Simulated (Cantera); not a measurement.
Feed: 1 mol PbO, 14 mol CO, at 69.0 Pa.

These are equilibrium values from Cantera (NASA tables, ideal gas, pure condensed phases), not measurements of a reactor. Candidate condensed phases: C, Pb, PbO, PbO2, Pb3O4; 15 gas species. The numbers say what is thermodynamically allowed, not how fast it happens.

x: gas mole fraction; nothing condenses.

```json
[
 {"T (K)": "2175", "x CO": "0.867", "x Pb": "0.0664", "x CO2": "0.0647", "x O": "0.00126", "x O2": "___", "x PbO": "0.000211"},
 {"T (K)": "2200", "x CO": "0.867", "x Pb": "0.0663", "x CO2": "0.0640", "x O": "0.00174", "x O2": "___", "x PbO": "0.000229"},
 {"T (K)": "2225", "x CO": "0.868", "x Pb": "0.0662", "x CO2": "0.0631", "x O": "0.00238", "x O2": "___", "x PbO": "0.000247"},
 {"T (K)": "2250", "x CO": "0.868", "x Pb": "0.0662", "x CO2": "0.0619", "x O": "0.00322", "x O2": "___", "x PbO": "0.000264"},
 {"T (K)": "2275", "x CO": "0.868", "x Pb": "0.0661", "x CO2": "0.0604", "x O": "0.00429", "x O2": "___", "x PbO": "0.000280"},
 {"T (K)": "2300", "x CO": "0.869", "x Pb": "0.0659", "x CO2": "0.0585", "x O": "0.00564", "x O2": "___", "x PbO": "0.000294"},
 {"T (K)": "2325", "x CO": "0.869", "x Pb": "0.0658", "x CO2": "0.0563", "x O": "0.00731", "x O2": "___", "x PbO": "0.000306"},
 {"T (K)": "2350", "x CO": "0.870", "x Pb": "0.0656", "x CO2": "0.0536", "x O": "0.00932", "x O2": "___", "x PbO": "0.000315"},
 {"T (K)": "2375", "x CO": "0.870", "x Pb": "0.0655", "x CO2": "0.0505", "x O": "0.0117", "x O2": "___", "x PbO": "0.000320"},
 {"T (K)": "2400", "x CO": "0.871", "x Pb": "0.0653", "x CO2": "0.0470", "x O": "0.0144", "x O2": "___", "x PbO": "0.000320"},
 {"T (K)": "2425", "x CO": "0.872", "x Pb": "0.0650", "x CO2": "0.0433", "x O": "0.0174", "x O2": "___", "x PbO": "0.000316"}
]
```

Question: Some entries are withheld; supply them.

Answer: 
- 2175, x O2: 0.000207
- 2200, x O2: 0.000286
- 2225, x O2: 0.000391
- 2250, x O2: 0.000524
- 2275, x O2: 0.000690
- 2300, x O2: 0.000889
- 2325, x O2: 0.00112
- 2350, x O2: 0.00137
- 2375, x O2: 0.00164
- 2400, x O2: 0.00190
- 2425, x O2: 0.00214
